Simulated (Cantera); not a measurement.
Charge: 1 mol SiH4, 12 mol NH3, at 53.0 mbar.

Method: chemical equilibrium by Gibbs-energy minimisation in Cantera with the NASA 1993 tables (ideal gas, pure condensed phases). Candidate condensed phases: Si, Si3N4; 18 gas species. The numbers say what is thermodynamically allowed, not how fast it happens. All values below are at 825 K.

Base state: H2 0.789, N2 0.211, NH3 3.99e-5 (mole fractions); condensed: Si3N4(s).

Task: What changes in the equilibrium state with this change: SiH4 replaced by Si2Cl6?

Result: 
| species | before | after |
|---|---|---|
| H2 | 0.789 | 0.595 |
| HCl | 0 | 0.214 |
| N2 | 0.211 | 0.185 |
| SiCl4 | 0 | 0.00495 |
| SiHCl3 | 0 | 1.70e-5 |
| NH3 | 3.99e-5 | 2.45e-5 |
| Si3N4(s), mol | 0.333 | 0.624 |
The feed counts by its element totals alone. Further candidate phases: NH4Cl.

Task: What changes in the equilibrium state with this change: NH3 from 12 to 0.18 mol?

Result: 
```tsv
species	before	after
H2	0.789	1.00
NH3	3.99e-5	<1e-9
N2	0.211	<1e-9
Si3N4(s), mol	0.333	0.0450
Si(s), mol	0	0.865
```
